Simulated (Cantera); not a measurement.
An adiabatic, constant-pressure homogeneous reactor starts with CH₄ : CO : O₂ : N₂ = 1 : 0.077 : 2.15 : 8.07 (molar parts), equivalence ratio 0.95, at 1248 K and 101000 Pa. Integrator tolerance rtol = 1e-08.

Detailed kinetics in Cantera: GRI-Mech 3.0 (53 species, 325 reactions).

Question: What does this change do: initial temperature 1248 to 1350 K?

Answer: 
| quantity | before | after |
|---|---|---|
| time of steepest temperature rise | 23.5 ms | 6.18 ms |
| temperature at 0.300 s | 2625 K | 2665 K |
| equilibrium temperature | 2625 K | 2665 K |
| x(CH₄) at 0.300 s | <1e-12 (gas-phase equilibrium <1e-12) | <1e-12 (gas-phase equilibrium <1e-12) |
| x(CO) at 0.300 s | 0.0299 (gas-phase equilibrium 0.0299) | 0.0330 (gas-phase equilibrium 0.0330) |
| x(O₂) at 0.300 s | 0.0214 (gas-phase equilibrium 0.0214) | 0.0226 (gas-phase equilibrium 0.0226) |
| x(H) at 0.300 s | 0.00447 (gas-phase equilibrium 0.00447) | 0.00554 (gas-phase equilibrium 0.00554) |
| x(N₂O) at 0.300 s | 4.46e-7 (gas-phase equilibrium 4.46e-7) | 4.87e-7 (gas-phase equilibrium 4.87e-7) |
| x(CH₂) at 0.300 s | <1e-12 (gas-phase equilibrium <1e-12) | <1e-12 (gas-phase equilibrium <1e-12) |
| x(H₂O) at 0.300 s | 0.152 (gas-phase equilibrium 0.152) | 0.148 (gas-phase equilibrium 0.148) |

Question: What does this change do: initial temperature 1248 to 1525 K?

Answer: 
```
quantity                                                            before                                    after
---------------------------------  ---------------------------------------  ---------------------------------------
time of steepest temperature rise                                  23.5 ms                                 0.903 ms
temperature at 0.300 s                                              2625 K                                   2730 K
equilibrium temperature                                             2625 K                                   2730 K
x(CH₄) at 0.300 s                    <1e-12 (gas-phase equilibrium <1e-12)    <1e-12 (gas-phase equilibrium <1e-12)
x(CO) at 0.300 s                     0.0299 (gas-phase equilibrium 0.0299)    0.0382 (gas-phase equilibrium 0.0382)
x(O₂) at 0.300 s                     0.0214 (gas-phase equilibrium 0.0214)    0.0246 (gas-phase equilibrium 0.0246)
x(H) at 0.300 s                    0.00447 (gas-phase equilibrium 0.00447)  0.00776 (gas-phase equilibrium 0.00776)
x(N₂O) at 0.300 s                  4.46e-7 (gas-phase equilibrium 4.46e-7)  5.57e-7 (gas-phase equilibrium 5.57e-7)
x(CH₂) at 0.300 s                    <1e-12 (gas-phase equilibrium <1e-12)    <1e-12 (gas-phase equilibrium <1e-12)
x(H₂O) at 0.300 s                      0.152 (gas-phase equilibrium 0.152)      0.142 (gas-phase equilibrium 0.142)
```
